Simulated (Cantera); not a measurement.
Feed: 1 mol SiCl₄, 0.013 mol CH₄, 14 mol H₂, 0.44 mol HCl, at 0.100 bar.

Equilibrium computed with Cantera from the NASA thermochemical tables; the gas is ideal and each condensed phase is pure. Candidate condensed phases: C, C₆H₆, C₇H₈, C₈H₁₈, Si, SiC; 109 gas species. The tables' values for SiCl₃ are old estimates; treat these amounts as uncertain. Kinetics and transport are ignored. All values below are at 975 °C.

Base state: H₂ 0.856, HCl 0.0819, SiCl₄ 0.0281, SiCl₂ 0.0158, SiHCl₃ 0.0103, SiCl₃ 0.00783, SiH₂Cl₂ 0.000517 (mole fractions); condensed: SiC(s).

### Question
What changes in the equilibrium state with this change: CH₄ from 0.013 to 1.4 mol?

### Answer
```
species             before     after
----------------  --------  --------
H₂                   0.856     0.782
HCl                 0.0819     0.212
SiCl₄               0.0281   0.00419
SiCl₂               0.0158  0.000321
SiHCl₃              0.0103  0.000545
CH₄                2.28e-6  0.000682
SiH₂Cl₂           0.000517   9.63e-6
SiCl₃              0.00783  0.000432
SiC(s), mol         0.0130     0.895
C(graphite), mol         0     0.492
```

### Question
What changes in the equilibrium state with this change: HCl from 0.44 to 4.2 mol?

### Answer
```json
[
 {"species": "H₂", "before": "0.856", "after": "0.716"},
 {"species": "HCl", "before": "0.0819", "after": "0.233"},
 {"species": "SiCl₄", "before": "0.0281", "after": "0.0407"},
 {"species": "SiCl₂", "before": "0.0158", "after": "0.00237"},
 {"species": "SiHCl₃", "before": "0.0103", "after": "0.00441"},
 {"species": "CH₄", "before": "2.28e-6", "after": "0.000102"},
 {"species": "SiH₂Cl₂", "before": "0.000517", "after": "6.50e-5"},
 {"species": "SiCl₃", "before": "0.00783", "after": "0.00365"},
 {"species": "SiC(s), mol", "before": "0.0130", "after": "0.0110"}
]
```

### Question
What changes in the equilibrium state with this change: SiCl₄ replaced by CH₃SiH₃?

### Answer
| species | before | after |
|---|---|---|
| H₂ | 0.856 | 0.974 |
| HCl | 0.0819 | 0.0252 |
| CH₄ | 2.28e-6 | 0.000752 |
| SiCl₄ | 0.0281 | 7.61e-7 |
| SiHCl₃ | 0.0103 | 1.04e-6 |
| SiCl₂ | 0.0158 | 5.14e-6 |
| SiCl₃ | 0.00783 | 7.36e-7 |
| SiH₂Cl₂ | 0.000517 | 1.92e-7 |
| SiC(s), mol | 0.0130 | 1.000 |
The feed counts by its element totals alone.
